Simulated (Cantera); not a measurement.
A closed system holds: 1 mol Pb, 1.3 mol N2, equilibrated at 570 Pa.

Equilibrium computed with Cantera from the NASA thermochemical tables; the gas is ideal and each condensed phase is pure. Candidate condensed phases: Pb; 4 gas species. Rates play no part.

x: gas mole fraction; n: condensed amount in mol.

```csv
T (°C),x N2,x Pb,x Pb2,n Pb(l)
950,0.841,0.159,…,0.754
1000,0.678,0.322,…,0.382
1050,0.565,0.435,…,0
1100,0.565,0.435,…,0
1150,0.565,0.435,…,0
1200,0.565,0.435,…,0
1250,0.565,0.435,…,0
1300,0.565,0.435,…,0
1350,0.565,0.435,…,0
1400,0.565,0.435,…,0
```

Fill in the missing entries.


- 950, x Pb2: 7.47e-6
- 1000, x Pb2: 2.42e-5
- 1050, x Pb2: 3.54e-5
- 1100, x Pb2: 2.90e-5
- 1150, x Pb2: 2.40e-5
- 1200, x Pb2: 2.01e-5
- 1250, x Pb2: 1.71e-5
- 1300, x Pb2: 1.46e-5
- 1350, x Pb2: 1.26e-5
- 1400, x Pb2: 1.10e-5
